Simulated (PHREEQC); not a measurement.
Dissolve 110 mmol/kgw HCl, 78 mmol/kgw Li2SO4 and 30 mmol/kgw MgSO4 at 60 °C. Closed to the air; pH follows from the charge balance.

All values are PHREEQC results (ion-association model, phreeqc.dat), not measurements.

### Question
The ionic strength comes out as 0.269 mol/kgw. What activity coefficients do SO4-2, Mg+2, H+, HSO4-, Cl- get?

### Answer
SO4-2 0.24, Mg+2 0.30, H+ 0.77, HSO4- 0.72, Cl- 0.68.

This is a speciation only: nothing precipitates in the calculation. Constants without temperature data keep their 25 °C values here.
